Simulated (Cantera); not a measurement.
An isothermal, constant-pressure homogeneous reactor starts with C2H6 : N2 = 1 : 9.2 (molar parts), at 1625 K and 0.132 atm.

Computed with Cantera and GRI-Mech 3.0 (53 species, 325 reactions). GRI-Mech 3.0 stops at C3 and has no aromatics, soot or wall deposition, so with more carbon than oxygen in the feed, carbon stays in small species such as C2H2 where larger ones or solid carbon would form.

One state of this run: x C2H6 = 9.26e-8; x H = 7.64e-5; x CH2 = 9.25e-9; x C2H2 = 0.0809; x C2H4 = 0.000156. x: mole fraction; the columns are a selection and need not sum to one.

Q: Which value of t (s) does it belong to?
(A) 2.00e-5
(B) 0.00894
(C) 0.00374
(D) 4.00

A: D, 4.00
